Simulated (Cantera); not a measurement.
An isothermal, constant-pressure homogeneous reactor starts with NH3 : N2 = 1 : 0.39 (molar parts), at 2073 K and 100000 Pa.

Cantera simulation using the gas-phase N/H chemistry of the illustrative SiF4/NH3 mechanism in the Surface Chemkin manual (1991); the numbers are that mechanism's predictions, not measurements. Walls and surfaces, which speed up NH3 decomposition in real reactors, are not modelled.

One state of this run: x NH3 = 5.94e-6; x NH = 5.93e-9; x N2H4 = <1e-12; x NH2 = 5.92e-8; x N2H2 = 1.09e-12. x: mole fraction; the columns are a selection and need not sum to one.

### Question
Which value of t (s) does it belong to?
A. 1.26e-5
B. 0.00317
C. 0.000502
D. 31.7

### Answer
D, 31.7
